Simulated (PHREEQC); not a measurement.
# Buffer

Make-up at 25 °C: 0.23 mol KH2PO4 and 6.5e-05 mol Na2CO3 per kg of water. Closed to the air; pH follows from the charge balance.

Model: ion-association model, phreeqc.dat, run in PHREEQC.

Precipitation was switched off in this run.

Estimate the pH.

pH 4.42.

In which forms is C present?

CO2 98 %, HCO3- 1.6 % of the C.
